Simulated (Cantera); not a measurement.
Cantera run, input and output.

```python
import numpy as np
import cantera as ct

gas = ct.Solution("gri30.yaml")
gas.TPX = 1023, 1000000, {'CH4': 0.0027, 'O2': 0.014, 'N2': 1}
inlet = ct.Reservoir(gas, clone=True)

reactor = ct.IdealGasConstPressureReactor(gas, energy="off", clone=False)
exhaust = ct.Reservoir(gas, clone=True)
tau = [0.37, 0.16, 0.072, 0.032, 0.014, 0.0064, 0.0028, 0.0013][0]
for a, b in ((inlet, reactor), (reactor, exhaust)):
    ct.MassFlowController(a, b, mdot=lambda t: reactor.mass / tau)
net = ct.ReactorNet([reactor])
show = ['CH4', 'O2', 'NO', 'C2H4', 'CH3', 'NO2']

rows = []
print(f"{'tau/s':>10s}{'T/K':>9s}" + "".join(f"{s:>11s}" for s in show))
for tau in [0.37, 0.16, 0.072, 0.032, 0.014, 0.0064, 0.0028, 0.0013]:
    net.initial_time = 0.0
    net.advance(30 * tau)
    before = gas.X
    net.advance(40 * tau)
    drift = np.max(np.abs(gas.X - before) / (gas.X + 1e-9))
    rows.append([gas.T, *gas[show].X, drift])
    print(f"{tau:10.3e}{gas.T:9.1f}" + "".join(f"{x:11.3e}" for x in gas[show].X))
```

Output:

```
     tau/s      T/K        CH4         O2         NO       C2H4        CH3        NO2
 3.700e-01   1023.0  5.993e-04  1.033e-02  2.243e-12  8.784e-06  3.289e-07  1.772e-11
 1.600e-01   1023.0  9.738e-04  1.114e-02  9.170e-13  1.343e-05  4.856e-07  6.031e-12
 7.200e-02   1023.0  1.487e-03  1.208e-02  3.264e-13  1.590e-05  6.578e-07  1.930e-12
 3.200e-02   1023.0  2.153e-03  1.313e-02  5.553e-14  9.692e-06  7.598e-07  3.202e-13
 1.400e-02   1023.0  2.656e-03  1.377e-02  3.841e-20  1.302e-11  1.019e-08  7.838e-22
 6.400e-03   1023.0  2.656e-03  1.377e-02  5.684e-21  6.794e-13  3.479e-09  2.319e-23
 2.800e-03   1023.0  2.656e-03  1.377e-02  8.277e-22  3.313e-14  1.164e-09  6.478e-25
 1.300e-03   1023.0  2.656e-03  1.377e-02  1.569e-22  2.537e-15  4.732e-10  2.681e-26
```

Detailed kinetics in Cantera: GRI-Mech 3.0 (53 species, 325 reactions).
